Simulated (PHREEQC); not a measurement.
Solution (65 °C): 0.024 mol/kgw H2SO4, 0.00025 mol/kgw CuSO4 and 0.19 mol/kgw MnSO4. Closed to the air; pH follows from the charge balance.

Computed with PHREEQC (ion-association model, phreeqc.dat).

Each row changes one thing in this solution. This is a speciation only: nothing precipitates in the calculation.

| case | pH | ionic strength (mol/kgw) | MnSO4 (mol/kgw) | Mn+2 (mol/kgw) | SO4-2 (mol/kgw) | HSO4- (mol/kgw) |
|---|---|---|---|---|---|---|
| as made | 2.16 | 0.331 | 0.106 | 0.0840 | 0.0692 | 0.0389 |
| temperature from 65 to 5 °C | 1.85 | 0.470 | 0.0758 | 0.114 | [?] | 0.0297 |
| MnSO4 from 0.19 to 0.38 mol/kgw | 2.31 | 0.597 | [?] | 0.152 | 0.135 | 0.0414 |
| H2SO4 replaced by NaHSO4 at the same molality | 2.50 | 0.341 | 0.112 | 0.0783 | 0.0801 | 0.0199 |
| H2SO4 from 0.024 to 0.012 mol/kgw | 2.48 | 0.318 | [?] | 0.0802 | 0.0727 | 0.0197 |
| temperature from 65 to 70 °C | 2.19 | 0.323 | [?] | 0.0825 | 0.0670 | 0.0396 |

Fill in the missing entries.


- temperature from 65 to 5 °C, SO4-2 (mol/kgw): 0.109
- MnSO4 from 0.19 to 0.38 mol/kgw, MnSO4 (mol/kgw): 0.228
- H2SO4 from 0.024 to 0.012 mol/kgw, MnSO4 (mol/kgw): 0.110
- temperature from 65 to 70 °C, MnSO4 (mol/kgw): 0.107

Constants without temperature data keep their 25 °C values here.
